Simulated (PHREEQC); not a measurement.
PHREEQC input (Pitzer model, pitzer.dat):

```
SOLUTION 1
  temp 25
  units mol/kgw
  pH 7 charge
  Cl 0.2266
  K 0.097
  Na 0.089
  Mg 0.0063
  Ca 0.014
END
USE solution 1
INCREMENTAL_REACTIONS false
REACTION 1
  H2O -1
  0 9.886 18.011 24.689 30.178 34.689 38.397 41.444
  43.949 46.007 47.699 49.089 50.232 51.172 51.944 52.578
  53.1 53.528 53.88 54.17 54.408 54.603 54.764 54.896
  55.005 55.094 55.168 55.228 moles
EQUILIBRIUM_PHASES 1
  Bischofite 0 0
  Brucite 0 0
  Carnallite 0 0
  Halite 0 0
  Portlandite 0 0
  Sylvite 0 0
  MgCl2_4H2O 0 0
SELECTED_OUTPUT 1
  -reset false
  -pH true
  -pe true
  -ionic_strength true
  -water true
  -activities H2O
  -totals Ca Cl K Mg Na
  -molalities H+ Na+ K+ Mg+2 Ca+2 Cl- OH- MgOH+
  -equilibrium_phases Bischofite Brucite Carnallite Halite Portlandite Sylvite MgCl2_4H2O
PRINT
  -reset false
END
```

Selected output (columns that matter, 12 of 28 rows; water left (kg) added in front):

```
water left (kg)	pH	mu	Ca	Cl	K	Mg	Na	m_H+	m_Na+	m_K+	m_Mg+2	la_H2O	Halite	Sylvite
1	6.9226	0.2469	0.014	0.2266	0.097	0.0063	0.089	1.5317e-07	0.089	0.097	0.0063	-0.0030747	0	0
0.675514	6.9007	0.3655	0.020725	0.33545	0.14359	0.0093262	0.13175	1.6057e-07	0.13175	0.14359	0.0093262	-0.0045364	0	0
0.375043	6.8531	0.65833	0.037329	0.6042	0.25864	0.016798	0.23731	1.7191e-07	0.23731	0.25864	0.016798	-0.0081798	0	0
0.253345	6.8048	0.97456	0.055261	0.89443	0.38288	0.024867	0.3513	1.7967e-07	0.3513	0.38288	0.024867	-0.012196	0	0
0.140655	6.6828	1.7554	0.099534	1.611	0.68963	0.044791	0.63275	1.942e-07	0.63275	0.68963	0.04479	-0.022583	0	0
0.0950203	6.5368	2.5984	0.14734	2.3848	1.0208	0.066302	0.93664	2.1293e-07	0.93664	1.0208	0.066301	-0.034697	0	0
0.0527548	6.1121	4.6802	0.26538	4.2953	1.8387	0.11942	1.6871	2.9907e-07	1.6871	1.8387	0.11942	-0.069114	0	0
0.0356396	5.6134	6.9277	0.39282	6.3581	2.7217	0.17677	2.4972	4.7181e-07	2.4972	2.7217	0.17677	-0.11354	0	0
0.0197855	5.0692	8.5648	0.70759	7.5388	1.8788	0.31842	3.6079	8.1775e-07	3.6079	1.8788	0.31841	-0.1523	0.017615	0.059827
0.0133718	4.8832	9.2546	1.047	7.7365	1.7448	0.47114	2.9554	1.0656e-06	2.9554	1.7448	0.47114	-0.16049	0.049481	0.073669
0.0074265	4.4391	11.149	1.8851	8.4154	1.3471	0.84831	1.6014	1.7137e-06	1.6014	1.3471	0.84831	-0.1936	0.077107	0.086996
0.00501235	3.8615	13.716	2.7931	9.6656	0.90807	1.2569	0.65758	2.696e-06	0.65758	0.90807	1.2569	-0.26269	0.085704	0.092448
```
